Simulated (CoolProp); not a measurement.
Decamethyltetrasiloxane (MD2M) along the isotherm 600 K: density (kg/m³) from the reference equation and from simpler models built on Tc = 599.4 K, pc = 1.144 MPa, ω = 0.635; each cubic takes its own stable root.

The numbers come from the reference Helmholtz-energy equation of state, Thol 2017 in CoolProp.

| p (MPa) | phase | reference | ideal gas | van der Waals | Redlich-Kwong | Soave-Redlich-Kwong | Peng-Robinson |
|---|---|---|---|---|---|---|---|
| 0.215 | gas | 14.28 | 13.39 | 14.22 | 14.35 | 14.34 | 14.45 |
| 0.429 | gas | 30.77 | 26.72 | 30.49 | 31.06 | 31.06 | 31.56 |
| 0.644 | gas | 50.95 | 40.11 | 50.13 | 51.69 | 51.67 | 53.02 |
| 0.858 | gas | 78.10 | 53.43 | 75.74 | 79.33 | 79.25 | 82.30 |
| 1.07 | gas | 128.4 | 66.64 | 118.8 | 127.6 | 127.1 | 134.4 |
| 1.29 | supercritical | 407.1 | 80.34 | 266.4 | 313.4 | 312.0 | 343.8 |
| 1.5 | supercritical | 436.9 | 93.42 | 290.9 | 348.0 | 347.0 | 384.1 |
| 1.72 | supercritical | 454.3 | 107.1 | 306.5 | 370.4 | 369.7 | 409.9 |
